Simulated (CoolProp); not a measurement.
Vapour-liquid equilibrium of octamethyltrisiloxane (MDM) (1) + octamethylcyclotetrasiloxane (D4) (2) at 204.95 °C; x and y are mole fractions of (1).

Values from CoolProp's multi-fluid Helmholtz-energy mixture model, Thol 2017 and Thol 2015; pair parameters Bell 2016.

| x | bubble pressure (kPa) | y at the bubble point | dew pressure at overall composition x (kPa) | liquid density (mol/L) |
|---|---|---|---|---|
| 0.05 | 208.3 | 0.078 | 205.7 | 2.440 |
| 0.15 | 222.0 | 0.216 | 215.3 | 2.451 |
| 0.25 | 235.2 | 0.339 | 225.5 | 2.462 |
| 0.35 | 248.1 | 0.450 | 236.5 | 2.473 |
| 0.45 | 260.8 | 0.551 | 248.1 | 2.485 |
| 0.55 | 273.6 | 0.646 | 260.6 | 2.496 |
| 0.65 | 286.4 | 0.734 | 274.1 | 2.508 |
| 0.75 | 299.5 | 0.817 | 288.9 | 2.519 |
| 0.85 | 312.9 | 0.894 | 305.2 | 2.530 |
| 0.95 | 326.6 | 0.966 | 323.5 | 2.540 |

No azeotrope shows between x = 0.05 and 0.95.

The pair parameters rest on a limited set of measurements; away from them the model extrapolates.
